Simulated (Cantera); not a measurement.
# Silicon oxide and oxynitride deposition: Si2H6 + NO + H2

A closed system holds: 1 mol Si2H6, a varied amount of NO, 42 mol H2, held at 1177 °C and 55.0 Pa.

Cantera equilibrium calculation (NASA polynomials, part measured and part estimated; ideal gas, pure solids and liquids). Candidate condensed phases: H2O, Si, SiO2, Si2N2O, Si3N4; 35 gas species. The feed counts by its element totals alone. Mutual solubility and eutectic melting of coexisting phases are not modelled. The tables hold silica as quartz up to 1696 K and as liquid above; real silica turns to tridymite and cristobalite and melts near 1996 K. Kinetics and transport are ignored.

From 0.44 mol NO to 1 mol NO the condensed part is Si(s) + Si2N2O(s). At 1.5 mol NO the condensed part is Si2N2O(s). From 2.3 mol NO to 8 mol NO the condensed part is SiO2(β-quartz). The main Si-bearing gas is SiO throughout. The share of Si in condensed phases is highest at 8 mol NO (100.0 %) and lowest at 2.3 mol NO (15.0 %).

```csv
n(NO) (mol),x H2,x H2O,x N2,x SiO,x H,x Si,x OH,x SiH2,n Si(s),n Si2N2O(s),n SiO2(β-quartz)
0.44,0.991,3.52e-8,0.00203,0.00687,0.000401,5.59e-6,<1e-12,7.62e-7,1.43,0.128,0
0.66,0.989,4.52e-8,0.00158,0.00883,0.000401,5.59e-6,<1e-12,7.61e-7,1.08,0.258,0
1,0.986,6.18e-8,0.00115,0.0121,0.000401,5.59e-6,<1e-12,7.59e-7,0.552,0.448,0
1.5,0.973,9.14e-7,0.00540,0.0216,0.000398,6.66e-7,8.96e-12,8.91e-8,0,0.500,0
2.3,0.940,1.84e-5,0.0240,0.0355,0.000391,5.25e-8,1.84e-10,6.78e-9,0,0,0.299
3.5,0.952,6.24e-5,0.0370,0.0106,0.000393,4.71e-9,6.18e-10,6.16e-10,0,0,1.50
5.3,0.917,0.0273,0.0556,2.34e-5,0.000386,<1e-12,2.76e-7,<1e-12,0,0,2.00
8,0.836,0.0816,0.0816,7.14e-6,0.000369,<1e-12,8.63e-7,<1e-12,0,0,2.00
```
x: gas mole fraction; n: condensed amount in mol.
